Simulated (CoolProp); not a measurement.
2000 sccm (0 °C, 1 atm) of nitrogen bubbles through liquid octamethyltrisiloxane (MDM) at 338.4 K and leaves saturated at a total pressure of 0.116 MPa (ideal gas phase). Each further row changes one setting.

Computed with CoolProp (reference Helmholtz-energy equation of state, Thol 2017).

| case | vapour pressure (kPa) | mole fraction of vapour | delivery (mg/min) | delivery (sccm) | change of delivery for a bath 1 K warmer (%) |
|---|---|---|---|---|---|
| as stated | 4.70 | (withheld) | (withheld) | (withheld) | (withheld) |
| bath temperature 343.4 K | 5.92 | (withheld) | 1140 | 108 | 4.9 |
| total pressure 0.232 MPa | 4.70 | 0.0202 | 436 | 41.3 | 4.9 |

Problem. Some entries are withheld; supply them.

Solution. 
- as stated, mole fraction of vapour: 0.0405
- as stated, delivery (mg/min): 891
- as stated, delivery (sccm): 84.4
- as stated, change of delivery for a bath 1 K warmer (%): 5.0
- bath temperature 343.4 K, mole fraction of vapour: 0.0511
